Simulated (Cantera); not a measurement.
## Ta(OEt)₅ + O₂ + H₂ (tantalum, niobium, vanadium and zirconium in process gases)

A closed system holds: 1 mol Ta(OEt)₅, 0.026 mol O₂, 120 mol H₂, held at 1.00 bar.

Cantera equilibrium calculation (NASA polynomials, part measured and part estimated; ideal gas, pure solids and liquids). Candidate condensed phases: C, C₆H₆, C₇H₈, C₈H₁₈, H₂O, Ta, TaC, Ta₂O₅; 113 gas species. The feed counts by its element totals alone. TaC: taken at fixed stoichiometry. Condensed phases not in the tables: Ta₂C. The numbers say what is thermodynamically allowed, not how fast it happens.

```json
[
 {"T (°C)": "675", "x H₂": "0.907", "x CH₄": "0.0727", "x CO": "0.00745", "x H₂O": "0.0127", "x H": "4.99e-10", "x C₂H₂ (acetylene)": "6.22e-11", "x CO₂": "0.000188", "x CH₃": "6.67e-10", "n Ta₂O₅(s)": "0.500", "n C(graphite)": "0", "n TaC(s)": "0"},
 {"T (°C)": "775", "x H₂": "0.930", "x CH₄": "0.0505", "x CO": "0.0169", "x H₂O": "0.00293", "x H": "7.45e-9", "x C₂H₂ (acetylene)": "3.66e-9", "x CO₂": "6.30e-5", "x CH₃": "7.19e-9", "n Ta₂O₅(s)": "0.500", "n C(graphite)": "1.36", "n TaC(s)": "0"},
 {"T (°C)": "875", "x H₂": "0.959", "x CH₄": "0.0219", "x CO": "0.0184", "x H₂O": "0.000850", "x H": "7.01e-8", "x C₂H₂ (acetylene)": "3.56e-8", "x CO₂": "1.38e-5", "x CH₃": "2.99e-8", "n Ta₂O₅(s)": "0.500", "n C(graphite)": "4.67", "n TaC(s)": "0"},
 {"T (°C)": "975", "x H₂": "0.953", "x CH₄": "0.0101", "x CO": "0.0366", "x H₂O": "0.000536", "x H": "4.56e-7", "x C₂H₂ (acetylene)": "2.32e-7", "x CO₂": "1.32e-5", "x CH₃": "9.38e-8", "n Ta₂O₅(s)": "0", "n C(graphite)": "2.64", "n TaC(s)": "1.00"},
 {"T (°C)": "1075", "x H₂": "0.958", "x CH₄": "0.00535", "x CO": "0.0367", "x H₂O": "0.000205", "x H": "2.26e-6", "x C₂H₂ (acetylene)": "1.15e-6", "x CO₂": "4.02e-6", "x CH₃": "2.51e-7", "n Ta₂O₅(s)": "0", "n C(graphite)": "3.24", "n TaC(s)": "1.00"},
 {"T (°C)": "1175", "x H₂": "0.960", "x CH₄": "0.00308", "x CO": "0.0368", "x H₂O": "8.94e-5", "x H": "9.03e-6", "x C₂H₂ (acetylene)": "4.56e-6", "x CO₂": "1.44e-6", "x CH₃": "5.83e-7", "n Ta₂O₅(s)": "0", "n C(graphite)": "3.54", "n TaC(s)": "1.00"},
 {"T (°C)": "1275", "x H₂": "0.961", "x CH₄": "0.00190", "x CO": "0.0368", "x H₂O": "4.34e-5", "x H": "3.02e-5", "x C₂H₂ (acetylene)": "1.51e-5", "x CO₂": "5.95e-7", "x CH₃": "1.21e-6", "n Ta₂O₅(s)": "0", "n C(graphite)": "3.69", "n TaC(s)": "1.00"},
 {"T (°C)": "1375", "x H₂": "0.962", "x CH₄": "0.00124", "x CO": "0.0367", "x H₂O": "2.30e-5", "x H": "8.73e-5", "x C₂H₂ (acetylene)": "4.30e-5", "x CO₂": "2.74e-7", "x CH₃": "2.29e-6", "n Ta₂O₅(s)": "0", "n C(graphite)": "3.77", "n TaC(s)": "1.00"},
 {"T (°C)": "1475", "x H₂": "0.962", "x CH₄": "0.000851", "x CO": "0.0367", "x H₂O": "1.31e-5", "x H": "0.000224", "x C₂H₂ (acetylene)": "0.000109", "x CO₂": "1.39e-7", "x CH₃": "4.02e-6", "n Ta₂O₅(s)": "0", "n C(graphite)": "3.80", "n TaC(s)": "1.00"},
 {"T (°C)": "1575", "x H₂": "0.962", "x CH₄": "0.000610", "x CO": "0.0367", "x H₂O": "7.99e-6", "x H": "0.000520", "x C₂H₂ (acetylene)": "0.000248", "x CO₂": "7.61e-8", "x CH₃": "6.64e-6", "n Ta₂O₅(s)": "0", "n C(graphite)": "3.80", "n TaC(s)": "1.00"},
 {"T (°C)": "1675", "x H₂": "0.961", "x CH₄": "0.000452", "x CO": "0.0367", "x H₂O": "5.12e-6", "x H": "0.00111", "x C₂H₂ (acetylene)": "0.000518", "x CO₂": "4.45e-8", "x CH₃": "1.04e-5", "n Ta₂O₅(s)": "0", "n C(graphite)": "3.74", "n TaC(s)": "1.00"},
 {"T (°C)": "1775", "x H₂": "0.960", "x CH₄": "0.000345", "x CO": "0.0367", "x H₂O": "3.43e-6", "x H": "0.00219", "x C₂H₂ (acetylene)": "0.00101", "x CO₂": "2.75e-8", "x CH₃": "1.55e-5", "n Ta₂O₅(s)": "0", "n C(graphite)": "3.62", "n TaC(s)": "1.00"},
 {"T (°C)": "1875", "x H₂": "0.957", "x CH₄": "0.000270", "x CO": "0.0367", "x H₂O": "2.38e-6", "x H": "0.00408", "x C₂H₂ (acetylene)": "0.00183", "x CO₂": "1.79e-8", "x CH₃": "2.23e-5", "n Ta₂O₅(s)": "0", "n C(graphite)": "3.40", "n TaC(s)": "1.00"}
]
```
x: gas mole fraction; n: condensed amount in mol.

At 675 °C the condensed part is Ta₂O₅(s). From 775 °C to 875 °C the condensed part is C(graphite) + Ta₂O₅(s). From 975 °C to 1875 °C the condensed part is C(graphite) + TaC(s).
